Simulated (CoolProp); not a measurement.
Properties of chlorine along the isotherm -48.35 °C (Tc = 143.7 °C, pc = 7.642 MPa, ω = 0.070).

Computed with CoolProp (reference Helmholtz-energy equation of state, Thol 2021).

| p (MPa) | phase | density (kg/m³) | cp (kJ/(kg K)) |
|---|---|---|---|
| 0.882 | liquid | 1604 | 0.9371 |
| 1.76 | liquid | 1606 | 0.9363 |
| 2.65 | liquid | 1607 | 0.9354 |
| 3.53 | liquid | 1608 | 0.9346 |
| 4.41 | liquid | 1609 | 0.9337 |
| 5.29 | liquid | 1611 | 0.9329 |
| 6.17 | liquid | 1612 | 0.9321 |
| 7.05 | liquid | 1613 | 0.9314 |
| 7.94 | liquid | 1614 | 0.9306 |
| 8.82 | liquid | 1616 | 0.9299 |
| 9.7 | liquid | 1617 | 0.9291 |
| 10.6 | liquid | 1618 | 0.9284 |
| 11.5 | liquid | 1619 | 0.9277 |
